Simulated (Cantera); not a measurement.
A Cantera script and what it prints.

```python
import numpy as np
import cantera as ct

gas_names = [...]  # 123 gases of nasa_gas.yaml made of C, H, O, Si
cond_names = """
    C(gr) C6H6(L) C7H8(L) C8H18(L),n-octa H2O(s) H2O(L) Si(cr) Si(L) SiC(b) SiO2(Lqz) SiO2(hqz) SiO2(L)
""".split()


# ... load() reads the species with a 1 bar reference pressure and builds the phases ...
atoms = {
    'TEOS': {'Si': 1, 'C': 8, 'H': 20, 'O': 4},
    'H2O': {'H': 2, 'O': 1},
}
top_T = {'C(gr)': 4500, 'SiC(b)': 3050}  # K; cautious upper limits of use, not melting points


# ... equilibrate(T, P, feed) seeds the gas with the atoms and calls Mixture.equilibrate('TP', solver="vcs", rtol=1e-11, max_steps=5000) ...
results = []
feed = {'TEOS': 1, 'H2O': 1.7}  # mol
P = 14  # Pa
for T in [675, 875, 1075, 1275, 1475, 1675, 1875, 2075]:
    mix = equilibrate(T, P, feed)
    results.append((T, P, feed, dict(zip(mix.species_names, mix.species_moles))))
    x = sorted(zip(gas.X, gas.species_names), reverse=True)
    print(f"T = {T:g} K  P = {P:g} Pa  gas = {mix.phase_moles(0):.4g} mol")
    print("   x: " + "  ".join(f"{s} {v:.3e}" for v, s in x if v > 0.0001))
    print("   condensed (mol): " + ("  ".join(f"{mix.phase(i).name} {mix.phase_moles(i):.4g}"
          for i in range(1, mix.n_phases) if mix.phase_moles(i) > 1e-12) or "none"))
```

Result:

```
T = 675 K  P = 14 Pa  gas = 14.54 mol
   x: H2 7.852e-01  CO 1.553e-01  CO2 4.098e-02  H2O 1.727e-02  CH4 1.260e-03
   condensed (mol): C(gr) 5.128  SiO2(Lqz) 1
T = 875 K  P = 14 Pa  gas = 15.4 mol
   x: H2 7.597e-01  CO 2.400e-01  H2O 1.041e-04
   condensed (mol): C(gr) 4.302  SiO2(hqz) 1
T = 1075 K  P = 14 Pa  gas = 15.4 mol
   x: H2 7.597e-01  CO 2.403e-01
   condensed (mol): C(gr) 4.3  SiO2(hqz) 1
T = 1275 K  P = 14 Pa  gas = 17.4 mol
   x: H2 6.724e-01  CO 3.274e-01  SiO 2.109e-04
   condensed (mol): C(gr) 1.307  SiC(b) 0.9963
T = 1475 K  P = 14 Pa  gas = 17.41 mol
   x: H2 6.717e-01  CO 3.269e-01  H 8.983e-04  SiO 5.759e-04
   condensed (mol): C(gr) 1.32  SiC(b) 0.99
T = 1675 K  P = 14 Pa  gas = 17.47 mol
   x: H2 6.657e-01  CO 3.250e-01  H 8.006e-03  SiO 1.226e-03
   condensed (mol): C(gr) 1.342  SiC(b) 0.9778
T = 1875 K  P = 14 Pa  gas = 17.83 mol
   x: H2 6.338e-01  CO 3.175e-01  H 4.410e-02  SiO 2.169e-03  Si 2.166e-03  C2H2,acetylene 2.008e-04
   condensed (mol): C(gr) 1.409  SiC(b) 0.9203
T = 2075 K  P = 14 Pa  gas = 19.92 mol
   x: H2 5.066e-01  CO 2.837e-01  H 1.602e-01  Si 4.238e-02  SiO 2.539e-03  SiC2 2.456e-03  Si2C 1.281e-03  C2H2,acetylene 6.286e-04  SiH 2.044e-04
   condensed (mol): C(gr) 2.202
```

These are equilibrium values from Cantera (NASA tables, ideal gas, pure condensed phases), not measurements of a reactor. The feed counts by its element totals alone.
